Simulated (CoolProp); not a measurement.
Properties of hydrogen chloride along the isobar 101 kPa.

Model: reference Helmholtz-energy equation of state, Thol 2018, in CoolProp.

```json
[
 {"T (K)": "284.4", "phase": "gas", "Joule-Thomson coefficient (K/MPa)": "17.72", "fugacity coefficient": "0.9931"},
 {"T (K)": "307.1", "phase": "gas", "Joule-Thomson coefficient (K/MPa)": "___", "fugacity coefficient": "0.9946"},
 {"T (K)": "329.8", "phase": "gas", "Joule-Thomson coefficient (K/MPa)": "___", "fugacity coefficient": "0.9957"},
 {"T (K)": "352.5", "phase": "gas", "Joule-Thomson coefficient (K/MPa)": "10.77", "fugacity coefficient": "0.9965"},
 {"T (K)": "375.3", "phase": "gas", "Joule-Thomson coefficient (K/MPa)": "9.479", "fugacity coefficient": "0.9971"},
 {"T (K)": "398", "phase": "gas", "Joule-Thomson coefficient (K/MPa)": "8.464", "fugacity coefficient": "0.9976"},
 {"T (K)": "420.7", "phase": "gas", "Joule-Thomson coefficient (K/MPa)": "7.639", "fugacity coefficient": "0.9980"},
 {"T (K)": "443.4", "phase": "gas", "Joule-Thomson coefficient (K/MPa)": "6.953", "fugacity coefficient": "0.9983"},
 {"T (K)": "466.1", "phase": "gas", "Joule-Thomson coefficient (K/MPa)": "___", "fugacity coefficient": "0.9985"},
 {"T (K)": "488.8", "phase": "gas", "Joule-Thomson coefficient (K/MPa)": "5.864", "fugacity coefficient": "0.9988"},
 {"T (K)": "511.5", "phase": "gas", "Joule-Thomson coefficient (K/MPa)": "5.421", "fugacity coefficient": "0.9989"},
 {"T (K)": "534.2", "phase": "gas", "Joule-Thomson coefficient (K/MPa)": "5.026", "fugacity coefficient": "0.9991"},
 {"T (K)": "556.9", "phase": "gas", "Joule-Thomson coefficient (K/MPa)": "4.671", "fugacity coefficient": "0.9992"},
 {"T (K)": "579.6", "phase": "gas", "Joule-Thomson coefficient (K/MPa)": "4.349", "fugacity coefficient": "0.9993"}
]
```

Fill in the missing entries.


- 307.1, Joule-Thomson coefficient (K/MPa): 14.66
- 329.8, Joule-Thomson coefficient (K/MPa): 12.43
- 466.1, Joule-Thomson coefficient (K/MPa): 6.369
